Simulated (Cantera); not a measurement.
A Cantera script and what it prints.

```python
import numpy as np
import cantera as ct

gas_names = """
    CL CL2 H HCL H2 Si SiCL SiCL2 SiCL3 SiCL4 SiH SiHCL3 SiH2 SiH2CL2 SiH3 SiH3CL SiH4 Si2 Si3
""".split()
cond_names = """
    Si(cr) Si(L)
""".split()


def load(file, names, dense=False):
    # The tables refer to 1 bar. Condensed volumes are neglected.
    table = {s.name: s for s in ct.Species.list_from_file(file)}
    out = []
    for n in names:
        d = dict(table[n].input_data)
        d["thermo"] = dict(d["thermo"], **{"reference-pressure": 1e5})
        if dense:
            d["equation-of-state"] = {"model": "constant-volume", "density": "1e6 g/cm^3"}
        out.append(ct.Species.from_dict(d))
    return out


gas = ct.Solution(thermo="ideal-gas", species=load("nasa_gas.yaml", gas_names))
cond = {s.name: ct.Solution(thermo="fixed-stoichiometry", species=[s], name=s.name)
        for s in load("nasa_condensed.yaml", cond_names, dense=True)}
atoms = {
    'SiH2Cl2': {'Si': 1, 'H': 2, 'CL': 2},
    'H2': {'H': 2},
}
top_T = {}  # K; cautious upper limits of use, not melting points


def equilibrate(T, P, feed):
    n = {}
    for name, mol in feed.items():
        for a, k in atoms[name].items():
            n[a] = n.get(a, 0.0) + k * mol
    gas.TPX = T, P, n
    mass = sum(n.values()) * gas.mean_molecular_weight
    gas.equilibrate("TP")
    valid = [c for c in cond.values() if c.min_temp <= T <= top_T.get(c.name, c.max_temp)]
    mix = ct.Mixture([(gas, mass / gas.mean_molecular_weight)] + [(c, 0.0) for c in valid])
    mix.T, mix.P = T, P
    mix.equilibrate("TP", solver="vcs", rtol=1e-11, max_steps=5000)
    return mix


results = []
feed = {'SiH2Cl2': 1, 'H2': 3.2}  # mol
T = 2198.15  # K
for P in [100, 320, 1000, 3200, 10000, 32000, 100000]:
    mix = equilibrate(T, P, feed)
    results.append((T, P, feed, dict(zip(mix.species_names, mix.species_moles))))
    x = sorted(zip(gas.X, gas.species_names), reverse=True)
    print(f"T = {T:g} K  P = {P:g} Pa  gas = {mix.phase_moles(0):.4g} mol")
    print("   x: " + "  ".join(f"{s} {v:.3e}" for v, s in x if v > 0.001))
    print("   condensed (mol): " + ("  ".join(f"{mix.phase(i).name} {mix.phase_moles(i):.4g}"
          for i in range(1, mix.n_phases) if mix.phase_moles(i) > 1e-12) or "none"))
```

It prints:

```
T = 2198.15 K  P = 100 Pa  gas = 6.414 mol
   x: H2 4.980e-01  HCL 1.881e-01  H 1.244e-01  Si 1.036e-01  SiCL2 3.928e-02  CL 3.418e-02  SiCL 1.088e-02  SiH 1.027e-03
   condensed (mol): none
T = 2198.15 K  P = 320 Pa  gas = 6.012 mol
   x: H2 5.764e-01  HCL 1.678e-01  Si 8.156e-02  H 7.480e-02  SiCL2 6.802e-02  CL 1.584e-02  SiCL 1.270e-02  SiH 1.556e-03
   condensed (mol): none
T = 2198.15 K  P = 1000 Pa  gas = 5.584 mol
   x: H2 6.445e-01  HCL 1.687e-01  SiCL2 8.538e-02  H 4.475e-02  Si 3.622e-02  SiCL 9.482e-03  CL 8.524e-03  SiH 1.291e-03
   condensed (mol): Si(L) 0.2502
T = 2198.15 K  P = 3200 Pa  gas = 5.359 mol
   x: H2 6.807e-01  HCL 1.792e-01  SiCL2 9.115e-02  H 2.570e-02  Si 1.132e-02  SiCL 5.477e-03  CL 4.924e-03
   condensed (mol): Si(L) 0.4116
T = 2198.15 K  P = 10000 Pa  gas = 5.273 mol
   x: H2 6.969e-01  HCL 1.837e-01  SiCL2 9.359e-02  H 1.471e-02  Si 3.622e-03  SiCL 3.140e-03  CL 2.822e-03
   condensed (mol): Si(L) 0.4624
T = 2198.15 K  P = 32000 Pa  gas = 5.233 mol
   x: H2 7.053e-01  HCL 1.856e-01  SiCL2 9.437e-02  H 8.275e-03  SiCL 1.762e-03  CL 1.584e-03  SiCL3 1.441e-03  Si 1.132e-03
   condensed (mol): Si(L) 0.4805
T = 2198.15 K  P = 100000 Pa  gas = 5.212 mol
   x: H2 7.103e-01  HCL 1.857e-01  SiCL2 9.390e-02  H 4.697e-03  SiCL3 2.528e-03
   condensed (mol): Si(L) 0.4872
```

Cantera equilibrium calculation (NASA polynomials, part measured and part estimated; ideal gas, pure solids and liquids). The tables' values for SiCl, SiCl3 are old estimates; treat these amounts as uncertain. Gases not in the tables: Si2H6 and higher silanes.
